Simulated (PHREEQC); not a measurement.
A made-up water analysis in mg/L, 20 °C, pH 7.43, pe 0.1: Na 1.62; K 0.108; Ca 1.2; Mg 0.104; Cl 0.955; S(6) as SO4 4.67; Alkalinity as HCO3 1.5; B 0.034; Mn(2) 0.0363; Zn 0.081; F 0.000438; Fe(2) 0.000839.

Valence states are taken as typed.

Model: ion-association model, wateq4f.dat, run in PHREEQC.

Precipitation was switched off in this run.

**Question.** Predict the charge-balance error.

**Answer.** charge-balance error -1.1 %.

**Question.** In which forms is Zn present?

**Answer.** Zn+2 96 %, ZnOH+ 1.8 %, ZnSO4 0.9 %, Zn(OH)2 0.8 % of the Zn.

Complexes and solids missing from the database can't appear. Real BF4- forms and hydrolyses slowly; the run takes it at equilibrium. Fluoro complexes past AlF4- and FeF3 are missing from the database.
